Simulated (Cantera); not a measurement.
A perfectly stirred reactor is fed with 0.592 % H2, 23.7 % O2, 75.7 % N2, at 10.00 Torr; it is held at 1275 K, and followed from long to short residence time.

Computed with Cantera and GRI-Mech 3.0 (53 species, 325 reactions). Radical loss at walls, strong at low pressure, is not modelled.

x: mole fraction; the columns are a selection and need not sum to one.

```json
[
 {"τ (s)": "0.52", "x H2": "(withheld)", "x O2": "0.233", "x H": "0.000196", "x NO": "7.07e-8", "x H2O": "0.00555", "x OH": "0.000429"},
 {"τ (s)": "0.26", "x H2": "(withheld)", "x O2": "0.232", "x H": "0.000282", "x NO": "5.65e-8", "x H2O": "0.00545", "x OH": "0.000492"},
 {"τ (s)": "0.13", "x H2": "(withheld)", "x O2": "0.232", "x H": "0.000371", "x NO": "4.00e-8", "x H2O": "0.00533", "x OH": "0.000554"},
 {"τ (s)": "0.065", "x H2": "(withheld)", "x O2": "0.232", "x H": "0.000454", "x NO": "2.52e-8", "x H2O": "0.00517", "x OH": "0.000624"},
 {"τ (s)": "0.033", "x H2": "(withheld)", "x O2": "0.232", "x H": "0.000529", "x NO": "1.45e-8", "x H2O": "0.00496", "x OH": "0.000705"},
 {"τ (s)": "0.016", "x H2": "(withheld)", "x O2": "0.232", "x H": "0.000594", "x NO": "7.32e-9", "x H2O": "0.00462", "x OH": "0.000810"},
 {"τ (s)": "0.0082", "x H2": "(withheld)", "x O2": "0.233", "x H": "0.000624", "x NO": "3.46e-9", "x H2O": "0.00413", "x OH": "0.000907"},
 {"τ (s)": "0.0041", "x H2": "(withheld)", "x O2": "0.233", "x H": "0.000584", "x NO": "1.29e-9", "x H2O": "0.00336", "x OH": "0.000959"},
 {"τ (s)": "0.0021", "x H2": "(withheld)", "x O2": "0.234", "x H": "0.000431", "x NO": "3.24e-10", "x H2O": "0.00226", "x OH": "0.000854"}
]
```

Question: Fill in the missing entries.

Answer: 
- 0.52, x H2: 6.07e-5
- 0.26, x H2: 8.85e-5
- 0.13, x H2: 0.000133
- 0.065, x H2: 0.000208
- 0.033, x H2: 0.000341
- 0.016, x H2: 0.000599
- 0.0082, x H2: 0.00103
- 0.0041, x H2: 0.00179
- 0.0021, x H2: 0.00301
